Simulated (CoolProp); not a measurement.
Model: reference Helmholtz-energy equation of state, Wu 2012, in CoolProp.

Q: For fluoroethane (R161), give the phase and the cp (kJ/(kg K)), cv (kJ/(kg K)) at 176.85 °C and 92.9 kPa; 176.85 °C and 145 kPa.

A: 
- 176.85 °C and 92.9 kPa: gas; cp 1.69, cv 1.51
- 176.85 °C and 145 kPa: gas; cp 1.69, cv 1.51
